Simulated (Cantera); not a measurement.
Cantera run:

```python
import numpy as np
import cantera as ct

gas_names = """
    C CH CH2 CH3 CH2OH CH3O CH4 CH3OH CO CO2 COOH C2 C2H CHCO,ketyl C2H2,acetylene C2H2,vinylidene
    CH2CO,ketene C2H3,vinyl CH3CO,acetyl C2H4 C2H4O,ethylen CH3CHO,ethanal CH3COOH (HCOOH)2 C2H5 C2H6
    CH3OCH3 C2H5OH C2O C3 C3H3,propargyl C3H4,allene C3H4,propyne C3H4,cyclo- C3H5,allyl C3H6,propylene
    C3H6,cyclo- C3H6O C3H7,n-propyl C3H7,i-propyl C3H8 C3H8O,1propanol C3H8O,2propanol C3O2 C4 C4H2
    C4H4,1,3-cyclo- C4H6,butadiene C4H6,2-butyne C4H6,cyclo- C4H8,1-butene C4H8,cis2-buten
    C4H8,tr2-butene C4H8,isobutene C4H8,cyclo- (CH3COOH)2 C4H9,n-butyl C4H9,i-butyl C4H9,s-butyl
    C4H9,t-butyl C4H10,isobutane C4H10,n-butane C5 C5H6,1,3cyclo- C5H8,cyclo- C5H10,1-pentene
    C5H10,cyclo- C5H11,pentyl C5H11,t-pentyl C5H12,n-pentane C5H12,i-pentane CH3C(CH3)2CH3 C6H2
    C6H5,phenyl C6H5O,phenoxy C6H6 C6H5OH,phenol C6H10,cyclo- C6H12,1-hexene C6H12,cyclo- C6H13,n-hexyl
    C7H7,benzyl C7H8 C7H8O,cresol C7H14,1-heptene C7H15,n-heptyl C7H16,n-heptane C8H8,styrene
    C8H10,ethylbenz C8H16,1-octene C8H17,n-octyl C8H18,isooctane C8H18,n-octane C9H19,n-nonyl
    C10H8,naphthale C10H21,n-decyl C12H9,o-bipheny C12H10,bipheny Fe FeC5O5 FeO Fe(OH)2 H HCO HO2 H2
    HCHO,formaldehy HCOOH H2O H2O2 O OH O2 O3
""".split()
cond_names = """
    C(gr) C6H6(L) C7H8(L) C8H18(L),n-octa Fe(a) Fe(c) Fe(d) Fe(L) FeC5O5(L) FeO(s) FeO(L) Fe(OH)2(s)
    Fe(OH)3(s) Fe2O3(s) Fe3O4(s) H2O(s) H2O(L)
""".split()


def load(file, names, dense=False):
    # The tables refer to 1 bar. Condensed volumes are neglected.
    table = {s.name: s for s in ct.Species.list_from_file(file)}
    out = []
    for n in names:
        d = dict(table[n].input_data)
        d["thermo"] = dict(d["thermo"], **{"reference-pressure": 1e5})
        if dense:
            d["equation-of-state"] = {"model": "constant-volume", "density": "1e6 g/cm^3"}
        out.append(ct.Species.from_dict(d))
    return out


gas = ct.Solution(thermo="ideal-gas", species=load("nasa_gas.yaml", gas_names))
cond = {s.name: ct.Solution(thermo="fixed-stoichiometry", species=[s], name=s.name)
        for s in load("nasa_condensed.yaml", cond_names, dense=True)}
atoms = {
    'Fe(CO)5': {'Fe': 1, 'C': 5, 'O': 5},
    'CO': {'C': 1, 'O': 1},
    'H2': {'H': 2},
}
top_T = {'C(gr)': 4500, 'Fe2O3(s)': 1830, 'Fe3O4(s)': 1870}  # K; cautious upper limits of use, not melting points


def equilibrate(T, P, feed):
    n = {}
    for name, mol in feed.items():
        for a, k in atoms[name].items():
            n[a] = n.get(a, 0.0) + k * mol
    gas.TPX = T, P, n
    mass = sum(n.values()) * gas.mean_molecular_weight
    gas.equilibrate("TP")
    valid = [c for c in cond.values() if c.min_temp <= T <= top_T.get(c.name, c.max_temp)]
    mix = ct.Mixture([(gas, mass / gas.mean_molecular_weight)] + [(c, 0.0) for c in valid])
    mix.T, mix.P = T, P
    mix.equilibrate("TP", solver="vcs", rtol=1e-11, max_steps=5000)
    return mix


results = []
feed = {'Fe(CO)5': 1, 'CO': 0.053, 'H2': 1.1}  # mol
T = 973.15  # K
P = 16000  # Pa
mix = equilibrate(T, P, feed)
results.append((T, P, feed, dict(zip(mix.species_names, mix.species_moles))))
print(gas.report(threshold=1e-05))
for i in range(1, mix.n_phases):
    print(f"{mix.phase(i).name:16s} {mix.phase_moles(i):12.5e} mol")
```

Result:

```
       temperature   973.15 K
          pressure   16000 Pa
           density   0.048407 kg/m^3
  mean mol. weight   24.48 kg/kmol
   phase of matter   gas

                          1 kg             1 kmol
                     ---------------   ---------------
          enthalpy       -3.8422e+06       -9.4056e+07  J
   internal energy       -4.1727e+06       -1.0215e+08  J
           entropy             10052        2.4607e+05  J/K
    Gibbs function       -1.3625e+07       -3.3352e+08  J
 heat capacity c_p            1404.6             34383  J/K
 heat capacity c_v            1064.9             26068  J/K

                      mass frac. Y      mole frac. X     chem. pot. / RT
                     ---------------   ---------------   ---------------
               CH4         0.0004443        0.00067794           -43.436
                CO           0.82537           0.72134            -41.35
               CO2           0.14964          0.083235           -81.215
                H2          0.014967           0.18173           -20.976
               H2O         0.0095759          0.013012           -60.842
     [ +109 minor]         2.217e-08        1.8321e-08

C(gr)             5.36079e-01 mol
Fe(a)             1.00000e+00 mol
FeC5O5(L)         0.00000e+00 mol
FeO(s)            0.00000e+00 mol
Fe(OH)2(s)        0.00000e+00 mol
Fe(OH)3(s)        0.00000e+00 mol
Fe2O3(s)          0.00000e+00 mol
Fe3O4(s)          0.00000e+00 mol
```

Method: chemical equilibrium by Gibbs-energy minimisation in Cantera with the NASA 1993 tables (ideal gas, pure condensed phases). Condensed phases not in the tables: cementite and carbon dissolved in iron.
